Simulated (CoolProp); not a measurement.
Toluene along the isotherm 346.85 °C: Z from the reference equation and from simpler models built on Tc = 318.6 °C, pc = 4126 kPa, ω = 0.266; each cubic takes its own stable root.

Computed with CoolProp (reference Helmholtz-energy equation of state, Lemmon 2006). It is a short technical equation, of lower accuracy than the large ones.

```
p (kPa)          phase  reference
-------  -------------  ---------
442                gas     0.9656
884                gas     0.9299
1330               gas     0.8924
1770               gas     0.8535
2210               gas     0.8125
2650               gas     0.7690
3090               gas     0.7226
3540               gas     0.6712
3980               gas     0.6160
4420     supercritical     0.5541
4860     supercritical     0.4821
5310     supercritical     0.3927
5750     supercritical     0.3180
6190     supercritical     0.2957
```

Problem. How far does each simpler model (van der Waals, Redlich-Kwong, Soave-Redlich-Kwong, Peng-Robinson) lie from the reference over these 14 states: mean and median of the absolute difference, and the worst?

Solution. 
- van der Waals: mean 5.9 %, median 3.8 %, worst +27.0 % at 346.85 °C and 6190 kPa
- Redlich-Kwong: mean 2.9 %, median 1.4 %, worst +16.6 % at 346.85 °C and 6190 kPa
- Soave-Redlich-Kwong: mean 6.5 %, median 3.3 %, worst +25.5 % at 346.85 °C and 6190 kPa
- Peng-Robinson: mean 2.8 %, median 0.4 %, worst +16.2 % at 346.85 °C and 6190 kPa
